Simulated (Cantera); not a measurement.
# Thermodynamics of abatement and gas-phase synthesis, feed CS2 + H2

A closed system holds: 1 mol CS2, 0.034 mol H2, equilibrated at 3.00 bar.

Cantera equilibrium calculation (NASA polynomials, part measured and part estimated; ideal gas, pure solids and liquids). Candidate condensed phases: C, C6H6, C7H8, C8H18, S; 83 gas species. The numbers say what is thermodynamically allowed, not how fast it happens.

```csv
T (K),x CS2,x CS,x S2,x S,x H2,x SH,n C(graphite)
2425,0.583,0.219,0.156,0.00723,0.0206,0.00883,0.0654
2475,0.547,0.262,0.149,0.00877,0.0200,0.00911,0.0327
2525,0.507,0.306,0.142,0.0106,0.0192,0.00939,0
2575,0.467,0.332,0.154,0.0135,0.0184,0.0102,0
2625,0.428,0.357,0.164,0.0169,0.0175,0.0110,0
2675,0.391,0.381,0.174,0.0210,0.0165,0.0117,0
2725,0.355,0.403,0.182,0.0257,0.0156,0.0124,0
2775,0.320,0.424,0.190,0.0312,0.0147,0.0130,0
2825,0.289,0.443,0.196,0.0375,0.0138,0.0135,0
2875,0.259,0.461,0.201,0.0447,0.0128,0.0139,0
2925,0.231,0.476,0.204,0.0527,0.0119,0.0143,0
```
x: gas mole fraction; n: condensed amount in mol.

From 2425 K to 2475 K the condensed part is C(graphite). From 2525 K to 2925 K nothing is condensed. The main C-bearing gas is CS2 at 2425 K and CS at 2925 K.
